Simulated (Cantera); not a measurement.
Charge: 1 mol SiH₄, 2.4 mol HCl, 570 mol H₂, 0.31 mol C₂H₂, equilibrated at 0.200 bar.

These are equilibrium values from Cantera (NASA tables, ideal gas, pure condensed phases), not measurements of a reactor. Candidate condensed phases: C, C₆H₆, C₇H₈, C₈H₁₈, Si, SiC; 109 gas species. Mutual solubility and eutectic melting of coexisting phases are not modelled. Gases not in the tables: Si₂H₆ and higher silanes. Rates play no part. All values below are at 1675 K.

Base state: H₂ 0.996, HCl 0.00405, H 0.000259, SiCl₂ 5.96e-5, SiH₂ 1.12e-5 (mole fractions); condensed: Si(s) + SiC(s).

Task: What changes in the equilibrium state with this change: H₂ from 570 to 8.8 mol?

Result: 
```
species       before     after
-----------  -------  --------
H₂             0.996     0.852
HCl          0.00405     0.120
SiCl₂        5.96e-5    0.0264
SiCl₄          <1e-9  0.000153
SiCl₃        9.88e-8   0.00139
SiHCl₃       1.51e-8  0.000197
Si(s), mol     0.338         0
SiC(s), mol    0.618     0.620
```
The tables' values for SiCl₃, SiCl are old estimates; treat these amounts as uncertain.
